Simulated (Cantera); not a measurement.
A freely propagating, adiabatic, planar premixed flame of CH4 : O2 : N2 : H2O = 1 : 1.67 : 8 : 0.43 (molar parts), unburnt at 550 K and 5.00 bar; mixture-averaged transport, grid criteria slope 0.08 and curve 0.16, no radiation.

Cantera simulation using GRI-Mech 3.0 (53 species, 325 reactions); the numbers are that mechanism's predictions, not measurements. Burning velocities carry a grid error of a few per cent, more on coarse grids.

Q: Predict: laminar burning velocity; thermal thickness; peak x(OH); peak x(HCN).

A: 
```json
{
  "laminar_burning_velocity": "19.5 cm/s",
  "thermal_thickness": "0.271 mm",
  "peak x(OH)": "0.00109",
  "peak x(HCN)": "1.54e-5"
}
```
